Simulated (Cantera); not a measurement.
An isothermal, constant-pressure homogeneous reactor starts with CH4 : H2O = 1 : 0.93 (molar parts), at 1225 K and 1.00 bar. Integrator tolerance rtol = 1e-08.

Model: GRI-Mech 3.0 (53 species, 325 reactions), integrated in Cantera.

Question: What does this change do: H2O 0.93 to 0.19 parts?

Answer: 
```tsv
quantity	before	after
x(CH4) at 40.0 s	0.476 (gas-phase equilibrium 0.0200)	0.772 (gas-phase equilibrium 0.475)
x(H2O) at 40.0 s	0.470 (gas-phase equilibrium 0.00122)	0.154 (gas-phase equilibrium 3.76e-6)
x(C2H6) at 40.0 s	0.000242 (gas-phase equilibrium 4.88e-7)	0.000355 (gas-phase equilibrium 0.000516)
x(H) at 40.0 s	1.64e-8 (gas-phase equilibrium 2.69e-7)	1.67e-8 (gas-phase equilibrium 1.96e-7)
x(HO2) at 40.0 s	<1e-12 (gas-phase equilibrium <1e-12)	<1e-12 (gas-phase equilibrium <1e-12)
```
GRI-Mech 3.0 stops at C3 and has no aromatics, soot or wall deposition, so with more carbon than oxygen in the feed, carbon stays in small species such as C2H2 where larger ones or solid carbon would form.
